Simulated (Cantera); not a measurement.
An adiabatic, constant-pressure homogeneous reactor starts with CO : H₂ : O₂ : N₂ = 1 : 0.15 : 0.24 : 0.901 (molar parts), at 1748 K and 100000 Pa.

Computed with Cantera and GRI-Mech 3.0 (53 species, 325 reactions).

Q: Predict: time of steepest temperature rise; temperature at 5.00 s; equilibrium temperature; x(CO) at 5.00 s; x(H₂) at 5.00 s; x(O₂) at 5.00 s; x(NO) at 5.00 s; x(O) at 5.00 s; x(H) at 5.00 s; x(OH) at 5.00 s.

A: 
* **time of steepest temperature rise**: 13.4 µs
* **temperature at 5.00 s**: 2874 K
* **equilibrium temperature**: 2874 K
* **x(CO) at 5.00 s**: 0.330 (gas-phase equilibrium 0.330)
* **x(H₂) at 5.00 s**: 0.0144 (gas-phase equilibrium 0.0144)
* **x(O₂) at 5.00 s**: 0.00796 (gas-phase equilibrium 0.00796)
* **x(NO) at 5.00 s**: 0.00582 (gas-phase equilibrium 0.00582)
* **x(O) at 5.00 s**: 0.00647 (gas-phase equilibrium 0.00647)
* **x(H) at 5.00 s**: 0.0127 (gas-phase equilibrium 0.0127)
* **x(OH) at 5.00 s**: 0.0117 (gas-phase equilibrium 0.0117)
